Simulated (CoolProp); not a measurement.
Vapour-liquid equilibrium of ethane (1) + hydrogen sulfide (2) at -28.65 °C; x and y are mole fractions of (1).

Computed with CoolProp (multi-fluid Helmholtz-energy mixture model, Bücker 2006 and Lemmon 2006; pair parameters Kunz 2012).

Problem. Give the bubble pressure and the first vapour's composition at x = 0.575, 0.725, 0.8. Is there an azeotrope?

Solution. x = 0.575: 1.060 MPa, y = 0.719; x = 0.725: 1.102 MPa, y = 0.782; x = 0.8: 1.116 MPa, y = 0.825. y crosses x between x = 0.875 and 0.95: the model has an azeotrope there.

The pair parameters rest on a limited set of measurements; away from them the model extrapolates. With so large a gap from Raoult's law the liquid may split in two, which this calculation doesn't test in full.
